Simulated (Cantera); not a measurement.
NO annealing gas

An isothermal, constant-pressure homogeneous reactor starts with 75.2 % NO, 24.8 % N₂, at 2175 K and 638 Torr.

Computed with Cantera and GRI-Mech 3.0 (53 species, 325 reactions).

```tsv
t (s)	x NO	x O	x O₂	x N₂	x NO₂
0.000300	0.750	0.000304	0.000266	0.249	0.000206
0.00127	0.746	0.000375	0.00257	0.251	0.000258
0.00533	0.725	0.000451	0.0127	0.261	0.000310
0.0225	0.640	0.000679	0.0551	0.304	0.000432
0.0949	0.362	0.00114	0.194	0.443	0.000426
0.400	0.0569	0.00148	0.346	0.595	8.87e-5
1.69	0.0144	0.00152	0.368	0.616	2.31e-5
7.11	0.0140	0.00152	0.368	0.617	2.25e-5
30.0	0.0140	0.00152	0.368	0.617	2.25e-5
```
x: mole fraction; the columns are a selection and need not sum to one.

Equilibrium at this temperature and pressure: NO 0.0140, O 0.00152, O₂ 0.368, N₂ 0.617, NO₂ 2.25e-5 (gas phase only).
